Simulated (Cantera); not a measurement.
Charge: 1 mol SiCl4, 0.94 mol Cl2, 3.8 mol H2, equilibrated at 0.140 bar.

Cantera equilibrium calculation (NASA polynomials, part measured and part estimated; ideal gas, pure solids and liquids). Candidate condensed phases: Si; 19 gas species. Rates play no part. All values below are at 502 °C.

Base state: H2 0.498, HCl 0.328, SiCl4 0.174, SiHCl3 0.000171 (mole fractions); condensed: gas only.

Task: What changes in the equilibrium state with this change: SiCl4 replaced by Si?

Result: 
```csv
species,before,after
H2,0.498,0.879
SiCl4,0.174,0.0857
SiHCl3,0.000171,0.0325
HCl,0.328,0.00150
SiH2Cl2,1.30e-8,0.000953
SiCl3,2.67e-7,3.82e-5
"Si(s), mol",0,0.495
```
The tables' values for SiCl3 are old estimates; treat these amounts as uncertain.
